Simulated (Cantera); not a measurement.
Cantera run:

```python
import numpy as np
import cantera as ct

gas_names = """
    C CH CH2 CH3 CH4 C2 C2H C2H2,acetylene C2H2,vinylidene C2H3,vinyl C2H4 C2H5 C2H6 C3 C3H3,propargyl
    C3H4,allene C3H4,propyne C3H4,cyclo- C3H5,allyl C3H6,propylene C3H6,cyclo- C3H7,n-propyl
    C3H7,i-propyl C3H8 C4 C4H2 C4H4,1,3-cyclo- C4H6,butadiene C4H6,2-butyne C4H6,cyclo- C4H8,1-butene
    C4H8,cis2-buten C4H8,tr2-butene C4H8,isobutene C4H8,cyclo- C4H9,n-butyl C4H9,i-butyl C4H9,s-butyl
    C4H9,t-butyl C4H10,isobutane C4H10,n-butane C5 C5H6,1,3cyclo- C5H8,cyclo- C5H10,1-pentene
    C5H10,cyclo- C5H11,pentyl C5H11,t-pentyl C5H12,n-pentane C5H12,i-pentane CH3C(CH3)2CH3 C6H2
    C6H5,phenyl C6H6 C6H10,cyclo- C6H12,1-hexene C6H12,cyclo- C6H13,n-hexyl C7H7,benzyl C7H8
    C7H14,1-heptene C7H15,n-heptyl C7H16,n-heptane C8H8,styrene C8H10,ethylbenz C8H16,1-octene
    C8H17,n-octyl C8H18,isooctane C8H18,n-octane C9H19,n-nonyl C10H8,naphthale C10H21,n-decyl
    C12H9,o-bipheny C12H10,bipheny H H2 Si SiC SiC2 SiC4H12 SiH SiH2 SiH3 SiH4 Si2 Si2C Si3
""".split()
cond_names = """
    C(gr) C6H6(L) C7H8(L) C8H18(L),n-octa Si(cr) Si(L) SiC(b)
""".split()


def load(file, names, dense=False):
    # The tables refer to 1 bar. Condensed volumes are neglected.
    table = {s.name: s for s in ct.Species.list_from_file(file)}
    out = []
    for n in names:
        d = dict(table[n].input_data)
        d["thermo"] = dict(d["thermo"], **{"reference-pressure": 1e5})
        if dense:
            d["equation-of-state"] = {"model": "constant-volume", "density": "1e6 g/cm^3"}
        out.append(ct.Species.from_dict(d))
    return out


gas = ct.Solution(thermo="ideal-gas", species=load("nasa_gas.yaml", gas_names))
cond = {s.name: ct.Solution(thermo="fixed-stoichiometry", species=[s], name=s.name)
        for s in load("nasa_condensed.yaml", cond_names, dense=True)}
atoms = {
    'SiC': {'Si': 1, 'C': 1},
    'Si': {'Si': 1},
    'H2': {'H': 2},
}
top_T = {'C(gr)': 4500, 'SiC(b)': 3050}  # K; cautious upper limits of use, not melting points


def equilibrate(T, P, feed):
    n = {}
    for name, mol in feed.items():
        for a, k in atoms[name].items():
            n[a] = n.get(a, 0.0) + k * mol
    gas.TPX = T, P, n
    mass = sum(n.values()) * gas.mean_molecular_weight
    gas.equilibrate("TP")
    valid = [c for c in cond.values() if c.min_temp <= T <= top_T.get(c.name, c.max_temp)]
    mix = ct.Mixture([(gas, mass / gas.mean_molecular_weight)] + [(c, 0.0) for c in valid])
    mix.T, mix.P = T, P
    mix.equilibrate("TP", solver="vcs", rtol=1e-11, max_steps=5000)
    return mix


results = []
feed = {'SiC': 1, 'Si': 0.02, 'H2': 0.73}  # mol
P = 320000  # Pa
for T in [2598, 2623, 2648, 2673, 2698, 2723, 2748, 2773, 2798]:
    mix = equilibrate(T, P, feed)
    results.append((T, P, feed, dict(zip(mix.species_names, mix.species_moles))))

top = {s: max(r[3][s] / sum(r[3][g] for g in gas_names) for r in results) for s in gas_names}
cols = sorted((s for s in top if top[s] > 0.001), key=lambda s: -top[s])[:5]
seen = [c for c in cond_names if any(r[3].get(c, 0) > 1e-12 for r in results)]
print("log10 of partial pressures in bar; condensed amounts in mol")
print(f"{'T/K':>10s}" + "".join(f"{s[:9]:>10s}" for s in cols + seen))
for T, P, feed, n in results:
    ng = sum(n[g] for g in gas_names)
    print(f"{T:10.4g}" + "".join(f"{np.log10(max(n[s] / ng * P / 1e5, 1e-99)):10.3f}" for s in cols)
          + "".join(f"{n.get(c, 0):10.4g}" for c in seen))
```

Output:

```
log10 of partial pressures in bar; condensed amounts in mol
       T/K        H2         H        Si C2H2,acet       SiH     Si(L)    SiC(b)
      2598     0.492    -1.173    -2.017    -2.350    -2.411   0.01753    0.9973
      2623     0.491    -1.130    -1.943    -2.263    -2.353   0.01725    0.9966
      2648     0.489    -1.088    -1.870    -2.178    -2.296   0.01695    0.9958
      2673     0.487    -1.047    -1.798    -2.094    -2.240   0.01663    0.9949
      2698     0.485    -1.006    -1.728    -2.013    -2.185   0.01629    0.9938
      2723     0.482    -0.967    -1.659    -1.933    -2.132   0.01594    0.9924
      2748     0.480    -0.928    -1.592    -1.856    -2.079   0.01558    0.9907
      2773     0.476    -0.891    -1.525    -1.780    -2.028   0.01522    0.9886
      2798     0.473    -0.854    -1.460    -1.705    -1.978   0.01486    0.9862
```

Method: chemical equilibrium by Gibbs-energy minimisation in Cantera with the NASA 1993 tables (ideal gas, pure condensed phases). Mutual solubility and eutectic melting of coexisting phases are not modelled. Gases not in the tables: Si2H6 and higher silanes.
